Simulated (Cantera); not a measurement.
Feed: 1 mol CH3SiH3, 0.38 mol CH4, 2.9 mol H2, held at 0.0100 bar.

These are equilibrium values from Cantera (NASA tables, ideal gas, pure condensed phases), not measurements of a reactor. Candidate condensed phases: C, C6H6, C7H8, C8H18, Si, SiC; 87 gas species. The feed counts by its element totals alone. Gases not in the tables: Si2H6 and higher silanes. The numbers say what is thermodynamically allowed, not how fast it happens.

Question: At 1900 °C, list the 7 most abundant gas species with their mole fractions, and the condensed phases.

Answer: H2 0.948, H 0.0470, Si 0.00279, C2H2 (acetylene) 0.00209, SiC2 0.000242, Si2C 0.000149, SiH 0.000127. Condensed: C(graphite) + SiC(s).
